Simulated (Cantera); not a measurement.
A closed system holds: 1 mol SiH4, 0.12 mol O3, at 1523 K and 0.100 bar.

These are equilibrium values from Cantera (NASA tables, ideal gas, pure condensed phases), not measurements of a reactor. Candidate condensed phases: H2O, Si, SiO2; 18 gas species. Mutual solubility and eutectic melting of coexisting phases are not modelled. The tables hold silica as quartz up to 1696 K and as liquid above; real silica turns to tridymite and cristobalite and melts near 1996 K. Equilibrium is a limit: real reactors are often held back by kinetics, nucleation or transport.

Base state: H2 0.992, SiO 0.00782, H 7.28e-5 (mole fractions); condensed: Si(s) + SiO2(β-quartz).

Question: What changes in the equilibrium state with this change: pressure from 0.100 bar to 10.0 mbar?

Answer: 
```tsv
species	before	after
H2	0.992	0.922
SiO	0.00782	0.0782
H	7.28e-5	0.000222
Si(s), mol	0.812	0.735
SiO2(β-quartz), mol	0.172	0.0951
```
